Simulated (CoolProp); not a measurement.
Vapour-liquid equilibrium of chloromethane (R40) (1) + isobutene (2) at 240.6 K; x and y are mole fractions of (1).

Computed with CoolProp (multi-fluid Helmholtz-energy mixture model, Thol 2014 and Lemmon 2005; pair parameters Bell 2016).

Give the bubble pressure and the first vapour's composition at x = 0.05, 0.425, 0.65. Is there an azeotrope?

x = 0.05: 0.3609 bar, y = 0.130; x = 0.425: 0.5267 bar, y = 0.610; x = 0.65: 0.5961 bar, y = 0.772. No azeotrope shows between x = 0.05 and 0.95.

Pair parameters are fitted to limited data, so mixtures are less certain than the pure fluids.
